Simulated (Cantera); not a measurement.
Equilibrium for iron carbonyl, mercury and lead vapours: PbO + CO + H2 + O2

Input: 1 mol PbO, 0.13 mol CO, 73 mol H2, 0.13 mol O2, held at 3.60 bar.

Cantera equilibrium calculation (NASA polynomials, part measured and part estimated; ideal gas, pure solids and liquids). Candidate condensed phases: C, C6H6, C7H8, C8H18, H2O, Pb, PbO, PbO2, Pb3O4; 113 gas species. Kinetics and transport are ignored.

```csv
T (°C),log p H2,log p H2O,log p Pb,log p CH4,n Pb(l)
427,0.55,-1.16,-8.95,-2.19,1.00
502,0.55,-1.16,-7.60,-2.19,1.000
577,0.55,-1.16,-6.50,-2.19,1.000
652,0.55,-1.16,-5.57,-2.19,1.000
727,0.55,-1.17,-4.79,-2.21,1.000
802,0.55,-1.17,-4.12,-2.30,0.998
877,0.55,-1.19,-3.54,-2.57,0.994
952,0.55,-1.20,-3.03,-3.01,0.981
1027,0.55,-1.21,-2.58,-3.52,0.947
1102,0.55,-1.21,-2.18,-4.00,0.866
1177,0.55,-1.21,-1.83,-4.44,0.696
1252,0.54,-1.21,-1.51,-4.84,0.362
```
log p: log10 of the partial pressure in bar; n: condensed amount in mol.

From 427 °C to 1252 °C the condensed part is Pb(l).
